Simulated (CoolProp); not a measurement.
Model: reference Helmholtz-energy equation of state, Wagner 2002, in CoolProp.

Give the vapour pressure (bar), enthalpy of vaporisation (kJ/kg), liquid cp (kJ/(kg K)), vapour Z of saturated water at 473.6, 500.4 K.


```
T (K)  p (bar)  enthalpy of vaporisation (kJ/kg)  liquid cp (kJ/(kg K))  vapour Z
-----  -------  --------------------------------  ---------------------  --------
473.6     15.7                              1940                   4.50     0.905
500.4     26.6                              1830                   4.67     0.866
```
